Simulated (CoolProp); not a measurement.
A single-stage vapour-compression cycle with the fluid: evaporating at 303.15 K (dew point), condensing at 367.15 K (bubble point), superheat 10 K, subcooling 8 K, compressor efficiency 0.6, no pressure losses. The same conditions are run with several fluids, on thermodynamics alone (safety and materials aside).

Model: reference Helmholtz-energy equation of state of each fluid (R114: Platzer 1990; c-C4F8 (RC318): Platzer 1990; n-perfluoropentane: Gao 2022; R236FA: Pan 2012; R123: Younglove 1994; trans-2-butene: Lemmon 2005), in CoolProp. The equations of Platzer and Polt are older, rougher fits.

Question: Rank R114, c-C4F8 (RC318), n-perfluoropentane, R236FA, R123, trans-2-butene by cooling COP, highest first.

Answer: R123 (2.27), trans-2-butene (2.18), R114 (2.00), R236FA (1.86), n-perfluoropentane (1.53), c-C4F8 (RC318) (1.51)

```json
[
 {"fluid": "R114", "pressure ratio": "5.01", "discharge temperature (K)": "377.4", "refrigerating effect (kJ/kg)": "74.2", "volumetric capacity (kJ/m³)": "1310"},
 {"fluid": "c-C4F8 (RC318)", "pressure ratio": "4.96", "discharge temperature (K)": "367.2", "refrigerating effect (kJ/kg)": "42.4", "volumetric capacity (kJ/m³)": "1320"},
 {"fluid": "n-perfluoropentane", "pressure ratio": "6.46", "discharge temperature (K)": "367.2", "refrigerating effect (kJ/kg)": "36.2", "volumetric capacity (kJ/m³)": "438"},
 {"fluid": "R236FA", "pressure ratio": "5.32", "discharge temperature (K)": "378.2", "refrigerating effect (kJ/kg)": "76.7", "volumetric capacity (kJ/m³)": "1580"},
 {"fluid": "R123", "pressure ratio": "6.26", "discharge temperature (K)": "392.4", "refrigerating effect (kJ/kg)": "117", "volumetric capacity (kJ/m³)": "782"},
 {"fluid": "trans-2-butene", "pressure ratio": "4.89", "discharge temperature (K)": "392.0", "refrigerating effect (kJ/kg)": "252", "volumetric capacity (kJ/m³)": "1600"}
]
```

The compression ends wet for: n-perfluoropentane.
